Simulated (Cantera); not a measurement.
## Stirred combustor or abatement burner

A perfectly stirred reactor is fed with CH₄ : H₂ : O₂ : N₂ : H₂O = 1 : 0.48 : 4.98 : 30.9 : 0.13 (molar parts), at 1500 Torr; it is adiabatic with a 700 K inlet, and is followed from long to short residence time, starting on the burning branch (τ in s: 0.22, 0.1, 0.049, 0.023, 0.011, 0.0052, 0.0025, 0.0012, 0.00055, 0.00026, 0.00012, 5.9e-05).

Model: GRI-Mech 3.0 (53 species, 325 reactions), integrated in Cantera.

| τ (s) | T (K) | x CH₄ | x H₂ | x O₂ | x C₂H₂ | x NO | x CH₂O |
|---|---|---|---|---|---|---|---|
| 0.22 | 1417 | 1.51e-5 | 1.82e-5 | 0.0736 | 4.25e-9 | 1.08e-6 | 1.06e-6 |
| 0.10 | 1415 | 2.56e-5 | 3.21e-5 | 0.0737 | 6.44e-9 | 1.00e-6 | 1.87e-6 |
| 0.049 | 1413 | 4.15e-5 | 5.38e-5 | 0.0738 | 8.88e-9 | 8.59e-7 | 3.15e-6 |
| 0.023 | 1409 | 6.98e-5 | 9.40e-5 | 0.0740 | 1.19e-8 | 6.74e-7 | 5.50e-6 |
| 0.011 | 1403 | 0.000118 | 0.000164 | 0.0744 | 1.52e-8 | 5.03e-7 | 9.54e-6 |
| 0.0052 | 1392 | 0.000209 | 0.000298 | 0.0750 | 2.02e-8 | 3.59e-7 | 1.71e-5 |
| 0.0025 | 1369 | 0.000410 | 0.000585 | 0.0765 | 3.29e-8 | 2.33e-7 | 3.29e-5 |
| 0.0012 | 700 | 0.0267 | 0.0128 | 0.133 | <1e-12 | <1e-12 | <1e-12 |
| 0.00055 | 700 | 0.0267 | 0.0128 | 0.133 | <1e-12 | <1e-12 | <1e-12 |
| 0.00026 | 700 | 0.0267 | 0.0128 | 0.133 | <1e-12 | <1e-12 | <1e-12 |
| 0.00012 | 700 | 0.0267 | 0.0128 | 0.133 | <1e-12 | <1e-12 | <1e-12 |
| 5.9e-5 | 700 | 0.0267 | 0.0128 | 0.133 | <1e-12 | <1e-12 | <1e-12 |
x: mole fraction; the columns are a selection and need not sum to one.
